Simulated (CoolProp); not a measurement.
Saturation properties of carbon dioxide (Tc = 31.0 °C, pc = 7377 kPa, ω = 0.224).

The numbers come from the reference Helmholtz-energy equation of state, Span 1996 in CoolProp.

| T (°C) | p (kPa) | liquid density (kg/m³) | liquid viscosity (µPa s) | liquid conductivity (mW/(m K)) |
|---|---|---|---|---|
| -44.05 | 862.8 | 1132 | 206 | 162 |
| -40.95 | 969.8 | 1120 | 196 | 158 |
| -37.85 | 1086 | 1108 | 186 | 154 |
| -34.65 | 1217 | 1095 | 177 | 150 |
| -31.55 | 1355 | 1082 | 168 | 147 |
| -28.45 | 1504 | 1069 | 160 | 143 |
| -25.25 | 1669 | 1055 | 152 | 139 |
| -22.15 | 1842 | 1041 | 145 | 135 |
| -19.05 | 2028 | 1027 | 138 | 132 |
| -15.85 | 2234 | 1012 | 131 | 128 |
| -12.75 | 2447 | 996.9 | 124 | 124 |
| -9.65 | 2675 | 981.1 | 118 | 121 |

Viscosity comes from a separate model (Laesecke 2017). Thermal conductivity comes from a separate model (Huber 2016).
